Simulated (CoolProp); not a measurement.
The numbers come from the reference Helmholtz-energy equation of state, Bücker 2006 in CoolProp.

Task: Give the vapour pressure (kPa), liquid density (kg/m³), liquid cp (kJ/(kg K)), surface tension (mN/m) of saturated isobutane at 7.65, 16.35 °C.

Result: 
| T (°C) | p (kPa) | liquid density (kg/m³) | liquid cp (kJ/(kg K)) | surface tension (mN/m) |
|---|---|---|---|---|
| 7.65 | 204 | 572 | 2.32 | 12.0 |
| 16.35 | 270 | 561 | 2.38 | 11.0 |

Surface tension comes from a separate correlation (Mulero 2012).
